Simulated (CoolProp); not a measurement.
Properties of R1224YDZ at several states.

The numbers come from the reference Helmholtz-energy equation of state, Akasaka 2023 in CoolProp.

```tsv
T (K)	p (MPa)	phase	Z	speed of sound (m/s)	fugacity coefficient
440.5	0.932	gas	___	___	0.9135
246.7	0.0117	gas	0.9883	121.9	0.9884
178.6	0.0691	liquid	0.004172	___	0.0007215
373.2	0.365	gas	0.9352	141.0	0.9390
375.9	4.53	liquid	0.1890	___	___
```

Q: Some entries are withheld; supply them.

A: 
- 440.5, Z: 0.9066
- 440.5, speed of sound (m/s): 148.6
- 178.6, speed of sound (m/s): 1115
- 375.9, speed of sound (m/s): 379.4
- 375.9, fugacity coefficient: 0.2491
